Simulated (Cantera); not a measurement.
Input: 1 mol Fe₃O₄, 5.4 mol CH₄, 1.4 mol N₂, held at 15000 Pa.

Method: chemical equilibrium by Gibbs-energy minimisation in Cantera with the NASA 1993 tables (ideal gas, pure condensed phases). Candidate condensed phases: C, C₆H₆, C₇H₈, C₈H₁₈, Fe, Fe(CO)₅, FeO, Fe(OH)₂, Fe(OH)₃, Fe₂O₃, Fe₃O₄, H₂O; 140 gas species. Condensed phases not in the tables: cementite and carbon dissolved in iron. The numbers say what is thermodynamically allowed, not how fast it happens.

x: gas mole fraction; n: condensed amount in mol.

| T (K) | x H₂ | x CO | x N₂ | x H₂O | x CH₄ | x CO₂ | x HCN | n C(graphite) | n Fe(α) | n Fe(γ) |
|---|---|---|---|---|---|---|---|---|---|---|
| 1075 | 0.662 | 0.243 | 0.0870 | 0.00305 | 0.00297 | … | 3.81e-6 | 1.42 | 3.00 | 0 |
| 1100 | 0.663 | 0.244 | 0.0869 | 0.00218 | 0.00237 | … | 5.34e-6 | 1.41 | 3.00 | 0 |
| 1125 | 0.664 | 0.245 | 0.0868 | 0.00157 | 0.00191 | … | 7.37e-6 | 1.40 | 3.00 | 0 |
| 1150 | 0.664 | 0.246 | 0.0867 | 0.00115 | 0.00155 | … | 1.00e-5 | 1.40 | 3.00 | 0 |
| 1175 | 0.665 | 0.246 | 0.0866 | 0.000851 | 0.00127 | … | 1.35e-5 | 1.40 | 3.00 | 0 |
| 1200 | 0.665 | 0.246 | 0.0866 | 0.000638 | 0.00105 | … | 1.79e-5 | 1.40 | 0 | 3.00 |
| 1225 | 0.665 | 0.247 | 0.0865 | 0.000484 | 0.000872 | … | 2.35e-5 | 1.40 | 0 | 3.00 |
| 1250 | 0.666 | 0.247 | 0.0865 | 0.000371 | 0.000731 | … | 3.04e-5 | 1.40 | 0 | 3.00 |
| 1275 | 0.666 | 0.247 | 0.0865 | 0.000287 | 0.000616 | … | 3.91e-5 | 1.40 | 0 | 3.00 |
| 1300 | 0.666 | 0.247 | 0.0865 | 0.000225 | 0.000523 | … | 4.97e-5 | 1.40 | 0 | 3.00 |
| 1325 | 0.666 | 0.247 | 0.0864 | 0.000177 | 0.000447 | … | 6.26e-5 | 1.40 | 0 | 3.00 |
| 1350 | 0.666 | 0.247 | 0.0864 | 0.000141 | 0.000384 | … | 7.82e-5 | 1.40 | 0 | 3.00 |

**Question.** Some entries are withheld; supply them.

**Answer.** 
- 1075, x CO₂: 0.00121
- 1100, x CO₂: 0.000791
- 1125, x CO₂: 0.000528
- 1150, x CO₂: 0.000358
- 1175, x CO₂: 0.000246
- 1200, x CO₂: 0.000172
- 1225, x CO₂: 0.000122
- 1250, x CO₂: 8.78e-5
- 1275, x CO₂: 6.40e-5
- 1300, x CO₂: 4.73e-5
- 1325, x CO₂: 3.53e-5
- 1350, x CO₂: 2.67e-5
